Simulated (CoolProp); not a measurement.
Carbonyl sulfide at 293.15 K and 0.523 MPa is compressed adiabatically to 2.96 MPa with isentropic efficiency 0.6. Each further row changes one setting.

Model: reference Helmholtz-energy equation of state, Lemmon 2006, in CoolProp. It is a short technical equation, of lower accuracy than the large ones.

| case | work (kJ/kg) | final temperature (K) | final density (kg/m³) |
|---|---|---|---|
| as stated | 128 | 476.0 | 48.7 |
| efficiency 1 | 76.8 | 418.4 | 58.3 |
| efficiency 0.65 | 118 | 464.8 | 50.3 |
